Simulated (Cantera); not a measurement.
Charge: 1 mol MgO, 0.68 mol H2S, 8.3 mol N2, at 1350 K and 100 Torr.

Cantera equilibrium calculation (NASA polynomials, part measured and part estimated; ideal gas, pure solids and liquids). Candidate condensed phases: H2O, H2SO4, Mg, MgO, Mg(OH)2, MgS, MgSO4, S; 43 gas species. Mutual solubility and eutectic melting of coexisting phases are not modelled. Equilibrium is a limit: real reactors are often held back by kinetics, nucleation or transport.

Base state: N2 0.902, H2 0.0486, S2 0.0242, H2S 0.0225, H2O 0.00266, SH 0.000287 (mole fractions); condensed: MgO(s) + MgS(s).

Task: What changes in the equilibrium state with this change: pressure from 100 Torr to 7.50 Torr?

Result: 
```
species       before    after
-----------  -------  -------
N2             0.902    0.895
H2            0.0486   0.0630
S2            0.0242   0.0314
H2S           0.0225  0.00909
S            2.51e-6  1.04e-5
H2O          0.00266  0.00108
MgO(s), mol    0.975    0.990
MgS(s), mol   0.0245   0.0100
```
